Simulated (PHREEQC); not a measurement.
A solution holds 0.27 mol/kgw CuCl2, 0.0033 mol/kgw H2SO4 and 0.00035 mol/kgw FeCl3, at 25 °C. Closed to the air; pH follows from the charge balance.

The numbers come from PHREEQC with the ion-association model, phreeqc.dat.

No solid was allowed to form.

Order these Fe species by the share of Fe that they hold, largest first: FeOH+2, FeSO4+, Fe+3, FeCl+2, FeCl2+.

FeCl+2 (53 %), FeCl2+ (20 %), Fe+3 (14 %), FeOH+2 (7.7 %), FeSO4+ (4.3 %)

Order these Cu species by the share of Cu that they hold, largest first: Cu+2, CuCl2, CuSO4, CuCl+.

Cu+2 (75 %), CuCl+ (22 %), CuCl2 (1.9 %), CuSO4 (0.69 %)

The pH is 2.31 and the ionic strength 0.679 mol/kgw. Examples of supersaturated solids here: Hematite (slow to form), Goethite (slow to form). Others may be too. Complexes and solids missing from the database can't appear.
